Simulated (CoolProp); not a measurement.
Octamethylcyclotetrasiloxane (D4) at several states: density (kg/m³) from the reference equation and from simpler models built on Tc = 586.5 K, pc = 1.347 MPa, ω = 0.598; each cubic takes its own stable root.

Model: reference Helmholtz-energy equation of state, Thol 2015, in CoolProp.

| T (K) | p (MPa) | phase | reference |
|---|---|---|---|
| 573.3 | 0.0672 | gas | 4.264 |
| 586.9 | 0.101 | gas | 6.308 |
| 365.8 | 1.17 | liquid | 874.8 |

Task: How far does each simpler model (van der Waals, Redlich-Kwong, Peng-Robinson) lie from the reference over these 3 states: mean and median of the absolute difference, and the worst?

Result: 
- van der Waals: mean 14.3 %, median 0.4 %, worst -42.1 % at 365.8 K and 1.17 MPa
- Redlich-Kwong: mean 5.3 %, median 0.1 %, worst -15.7 % at 365.8 K and 1.17 MPa
- Peng-Robinson: mean 0.7 %, median 0.2 %, worst +1.7 % at 365.8 K and 1.17 MPa
